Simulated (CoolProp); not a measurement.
R236EA along the isobar 4.84 MPa: density (kg/m³) from the reference equation and from simpler models built on Tc = 139.3 °C, pc = 3.414 MPa, ω = 0.368; each cubic takes its own stable root.

The numbers come from the reference Helmholtz-energy equation of state, Rui 2013 in CoolProp.

```csv
T (°C),phase,reference,van der Waals,Redlich-Kwong,Soave-Redlich-Kwong,Peng-Robinson
24.15,liquid,1447,890.2,1264,1329,1500
30.25,liquid,1428,880.8,1246,1311,1481
36.35,liquid,1410,871.1,1228,1293,1460
42.45,liquid,1391,861.1,1209,1273,1439
48.55,liquid,1371,850.9,1189,1253,1416
54.65,liquid,1351,840.4,1169,1233,1393
60.75,liquid,1330,829.5,1148,1211,1368
66.85,liquid,1309,818.4,1126,1188,1343
72.95,liquid,1287,806.8,1104,1164,1315
79.05,liquid,1264,794.8,1081,1139,1287
```
